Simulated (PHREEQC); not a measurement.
PHREEQC input (Pitzer model, pitzer.dat):

```
SOLUTION 1
  temp 5
  units mol/kgw
  pH 7 charge
  Cl 0.45
  K 1.594
  C(4) 0.74
  S(6) 0.002
END
USE solution 1
INCREMENTAL_REACTIONS false
REACTION 1
  H2O -1
  0 9.886 18.011 24.689 30.178 34.689 38.397 41.444
  43.949 46.007 47.699 49.089 moles
EQUILIBRIUM_PHASES 1
  Arcanite 0 0
  Kalicinite 0 0
  Misenite 0 0
  Sylvite 0 0
SELECTED_OUTPUT 1
  -reset false
  -pH true
  -pe true
  -ionic_strength true
  -water true
  -activities H2O
  -totals C Cl K S
  -molalities H+ K+ Cl- CO3-2 SO4-2 OH- HCO3- CO2 HSO4-
  -equilibrium_phases Arcanite Kalicinite Misenite Sylvite
PRINT
  -reset false
END
```

Selected output (columns that matter, 12 of 12 rows; water left (kg) added in front):

```
water left (kg)	pH	mu	C	Cl	K	S	m_H+	m_K+	m_Cl-	m_CO3-2	m_SO4-2	m_OH-	la_H2O	Sylvite
1	9.9473	1.996	0.74	0.45	1.594	0.002	2.5796e-10	1.594	0.45	0.40004	0.002	1.8921e-05	-0.017861	0
0.821894	9.9283	2.4286	0.90036	0.54752	1.9394	0.0024334	2.7951e-10	1.9394	0.54752	0.48673	0.0024334	1.6873e-05	-0.021682	0
0.675514	9.9144	2.9548	1.0955	0.66616	2.3597	0.0029607	2.9851e-10	2.3597	0.66616	0.5922	0.0029607	1.4896e-05	-0.026389	0
0.555203	9.908	3.5952	1.3328	0.81051	2.871	0.0036023	3.1223e-10	2.871	0.81051	0.72053	0.0036023	1.3025e-05	-0.032229	0
0.456313	9.9124	4.3743	1.6217	0.98616	3.4932	0.004383	3.1729e-10	3.4932	0.98616	0.87668	0.004383	1.1289e-05	-0.039536	0
0.375043	9.9322	5.3221	1.9731	1.1999	4.2502	0.0053327	3.1015e-10	4.2502	1.1999	1.0666	0.0053327	9.7191e-06	-0.048756	0
0.308239	9.9732	6.4756	2.4007	1.4599	5.1713	0.0064885	2.88e-10	5.1713	1.4599	1.2978	0.0064885	8.3405e-06	-0.060482	0
0.253345	10.043	7.8787	2.9209	1.7762	6.2918	0.0078944	2.5015e-10	6.2918	1.7762	1.579	0.0078944	7.1767e-06	-0.075485	0
0.208214	10.149	9.4996	3.554	2.0745	7.5688	0.0096055	2.0589e-10	7.5688	2.0745	1.9212	0.0096055	6.2855e-06	-0.093126	0.018066
0.171137	10.268	10.84	4.324	1.8062	8.4909	0.011687	1.9678e-10	8.4909	1.8062	2.3374	0.011687	5.735e-06	-0.10315	0.14089
0.140654	10.425	12.519	5.2611	1.5278	9.6612	0.014219	1.7579e-10	9.6612	1.5278	2.8439	0.014219	5.2025e-06	-0.11596	0.23511
0.115612	10.636	14.623	6.4007	1.2512	11.146	0.017299	1.4227e-10	11.146	1.2512	3.4599	0.017299	4.739e-06	-0.13197	0.30535
```

At this temperature some constants are extrapolated from 25 °C, and those without enthalpy data are left unchanged.
